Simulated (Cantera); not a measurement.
A perfectly stirred reactor is fed with CH4 : H2 : O2 : N2 : H2O = 1 : 0.14 : 2.07 : 7.78 : 2.7 (molar parts), equivalence ratio 1.0, at 6980 Torr; it is adiabatic with a 475 K inlet, and is followed from long to short residence time, starting on the burning branch (τ in s: 0.079, 0.026, 0.0088, 0.003, 0.00099, 0.00033, 0.00011, 3.7e-05, 1.2e-05, 4.2e-06).

Detailed kinetics in Cantera: GRI-Mech 3.0 (53 species, 325 reactions).

What does this change do: pressure from 6980 Torr to 750 Torr?


```csv
quantity,before,after
"blow-out, bracketed by the residence times tried","burning at 0.330 ms, out at 0.110 ms","burning at 0.330 ms, out at 0.110 ms"
x(CH4) at τ = 79.0 ms,6.17e-6,1.01e-5
x(H2) at τ = 79.0 ms,0.00177,0.00484
x(O2) at τ = 79.0 ms,0.00151,0.00407
x(O) at τ = 79.0 ms,1.34e-5,0.000116
x(HCN) at τ = 79.0 ms,1.17e-7,1.93e-7
x(CH4) at τ = 0.330 ms,0.000404,0.000613
x(H2) at τ = 0.330 ms,0.00758,0.0173
x(O2) at τ = 0.330 ms,0.00948,0.0192
x(O) at τ = 0.330 ms,8.55e-5,0.00123
x(HCN) at τ = 0.330 ms,2.24e-6,1.79e-6
```

What does this change do: inlet temperature 475 to 525 K?


```tsv
quantity	before	after
blow-out, bracketed by the residence times tried	burning at 0.330 ms, out at 0.110 ms	burning at 0.330 ms, out at 0.110 ms
x(CH4) at τ = 79.0 ms	6.17e-6	5.04e-6
x(H2) at τ = 79.0 ms	0.00177	0.00191
x(O2) at τ = 79.0 ms	0.00151	0.00161
x(O) at τ = 79.0 ms	1.34e-5	1.67e-5
x(HCN) at τ = 79.0 ms	1.17e-7	1.29e-7
x(CH4) at τ = 0.330 ms	0.000404	0.000312
x(H2) at τ = 0.330 ms	0.00758	0.00755
x(O2) at τ = 0.330 ms	0.00948	0.00892
x(O) at τ = 0.330 ms	8.55e-5	0.000107
x(HCN) at τ = 0.330 ms	2.24e-6	2.22e-6
```
